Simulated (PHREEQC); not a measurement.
# Alkaline etch or developer: an equilibrium model

Make-up at 25 °C: 0.014 mol/kgw NH3 and 3.6e-05 mol/kgw H3BO3. Closed to the air; pH follows from the charge balance.

Model: ion-association model, wateq4f.dat, run in PHREEQC.

No solid was allowed to form.

Problem. What pH, ionic strength does the model give?

Solution. pH 10.67; ionic strength 0.000517 mol/kgw.

Problem. In which forms is N present?

Solution. NH3 96 %, NH4+ 3.7 % of the N.

Complexes and solids missing from the database can't appear.
